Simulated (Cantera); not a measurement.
Input: 1 mol SiH2Cl2, 19 mol H2, equilibrated at 0.970 bar.

Method: chemical equilibrium by Gibbs-energy minimisation in Cantera with the NASA 1993 tables (ideal gas, pure condensed phases). Candidate condensed phases: Si; 19 gas species. The tables' values for SiCl3 are old estimates; treat these amounts as uncertain. Rates play no part. All values below are at 1575 K.

Base state: H2 0.923, HCl 0.0606, SiCl2 0.0135, SiCl3 0.00132, SiHCl3 0.000686, SiCl4 0.000338, SiH2Cl2 0.000230, H 4.05e-5 (mole fractions); condensed: Si(s).

Task: What changes in the equilibrium state with this change: H2 from 19 to 640 mol?

Result: 
| species | before | after |
|---|---|---|
| H2 | 0.923 | 0.997 |
| HCl | 0.0606 | 0.00305 |
| H | 4.05e-5 | 4.21e-5 |
| SiCl2 | 0.0135 | 3.16e-5 |
| SiCl4 | 0.000338 | 1.85e-9 |
| SiCl3 | 0.00132 | 1.50e-7 |
| SiHCl3 | 0.000686 | 8.09e-8 |
| SiH2Cl2 | 0.000230 | 5.83e-7 |
| Si(s), mol | 0.663 | 0.975 |
